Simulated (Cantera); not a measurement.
Cantera run, input and output.

```python
import numpy as np
import cantera as ct

gas = ct.Solution("h2o2.yaml")
gas.TPX = 1400, 17000, {'H2': 1.6, 'O2': 1, 'N2': 0.69}
inlet = ct.Reservoir(gas, clone=True)

reactor = ct.IdealGasConstPressureReactor(gas, energy="off", clone=False)
exhaust = ct.Reservoir(gas, clone=True)
tau = [0.36, 0.18, 0.088, 0.043, 0.022, 0.011, 0.0053, 0.0026, 0.0013, 0.00065][0]
for a, b in ((inlet, reactor), (reactor, exhaust)):
    ct.MassFlowController(a, b, mdot=lambda t: reactor.mass / tau)
net = ct.ReactorNet([reactor])
show = ['H2', 'O2', 'H2O', 'HO2', 'H']

rows = []
print(f"{'tau/s':>10s}{'T/K':>9s}" + "".join(f"{s:>11s}" for s in show))
for tau in [0.36, 0.18, 0.088, 0.043, 0.022, 0.011, 0.0053, 0.0026, 0.0013, 0.00065]:
    net.initial_time = 0.0
    net.advance(30 * tau)
    before = gas.X
    net.advance(40 * tau)
    drift = np.max(np.abs(gas.X - before) / (gas.X + 1e-9))
    rows.append([gas.T, *gas[show].X, drift])
    print(f"{tau:10.3e}{gas.T:9.1f}" + "".join(f"{x:11.3e}" for x in gas[show].X))
```

Result:

```
     tau/s      T/K         H2         O2        H2O        HO2          H
 3.600e-01   1400.0  1.242e-03  8.029e-02  6.395e-01  8.543e-06  1.514e-04
 1.800e-01   1400.0  1.966e-03  8.044e-02  6.380e-01  1.167e-05  3.039e-04
 8.800e-02   1400.0  3.142e-03  8.073e-02  6.357e-01  1.537e-05  6.209e-04
 4.300e-02   1400.0  4.985e-03  8.126e-02  6.319e-01  1.923e-05  1.260e-03
 2.200e-02   1400.0  7.603e-03  8.211e-02  6.265e-01  2.268e-05  2.419e-03
 1.100e-02   1400.0  1.161e-02  8.355e-02  6.179e-01  2.585e-05  4.683e-03
 5.300e-03   1400.0  1.774e-02  8.595e-02  6.039e-01  2.864e-05  9.178e-03
 2.600e-03   1400.0  2.608e-02  8.954e-02  5.831e-01  3.083e-05  1.715e-02
 1.300e-03   1400.0  3.666e-02  9.449e-02  5.539e-01  3.245e-05  3.028e-02
 6.500e-04   1400.0  4.943e-02  1.010e-01  5.138e-01  3.350e-05  5.078e-02
```

Model: the H2/O2 subset of GRI-Mech 3.0, which has no nitrogen chemistry, integrated in Cantera. The temperature is held fixed by assumption; the heat of reaction is taken as removed at once.
